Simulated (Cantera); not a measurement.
An adiabatic, constant-pressure homogeneous reactor starts with CO : H2 : O2 : N2 : H2O = 1 : 0.038 : 0.558 : 3.85 : 0.55 (molar parts), equivalence ratio 0.93, at 1550 K and 1.88 atm.

Cantera simulation using GRI-Mech 3.0 (53 species, 325 reactions); the numbers are that mechanism's predictions, not measurements.

x: mole fraction; the columns are a selection and need not sum to one.

```csv
t (s),T (K),x CO,x H2,x O2,x H2O2,x O,x HO2,x CO2
1.00e-6,1550,0.167,0.00634,0.0931,7.84e-11,9.63e-8,1.91e-8,1.18e-7
2.45e-6,1550,0.167,0.00634,0.0931,3.78e-10,2.55e-7,5.09e-8,3.91e-7
6.02e-6,1550,0.167,0.00634,0.0931,2.25e-9,1.31e-6,2.37e-7,2.48e-6
1.48e-5,1550,0.167,0.00629,0.0930,7.85e-8,5.02e-5,7.78e-6,0.000102
3.62e-5,1682,0.128,0.00532,0.0694,1.19e-6,0.00938,3.83e-5,0.0397
8.88e-5,…,…,…,…,…,…,…,…
0.000218,2391,0.0442,0.00512,0.0280,1.43e-7,0.00368,3.94e-6,0.133
0.000534,2501,0.0337,0.00361,0.0228,1.41e-7,0.00206,3.25e-6,0.145
0.00131,2525,0.0312,0.00329,0.0213,1.46e-7,0.00175,3.17e-6,0.148
0.00321,2523,0.0312,0.00329,0.0207,1.43e-7,0.00170,3.09e-6,0.148
0.00788,2519,0.0312,0.00331,0.0197,1.39e-7,0.00163,2.96e-6,0.148
0.0193,2516,0.0313,0.00333,0.0189,1.35e-7,0.00157,2.84e-6,0.147
0.0474,2515,0.0313,0.00333,0.0188,1.34e-7,0.00156,2.82e-6,0.147
0.116,2515,0.0313,0.00333,0.0188,1.34e-7,0.00156,2.82e-6,0.147
0.285,2515,0.0313,0.00333,0.0188,1.34e-7,0.00156,2.82e-6,0.147
0.700,2515,0.0313,0.00333,0.0188,1.34e-7,0.00156,2.82e-6,0.147
```

Task: Complete the blanks.

Result: 
- 8.88e-5, T (K): 2171
- 8.88e-5, x CO: 0.0604
- 8.88e-5, x H2: 0.00821
- 8.88e-5, x O2: 0.0362
- 8.88e-5, x H2O2: 2.48e-7
- 8.88e-5, x O: 0.00823
- 8.88e-5, x HO2: 8.48e-6
- 8.88e-5, x CO2: 0.114
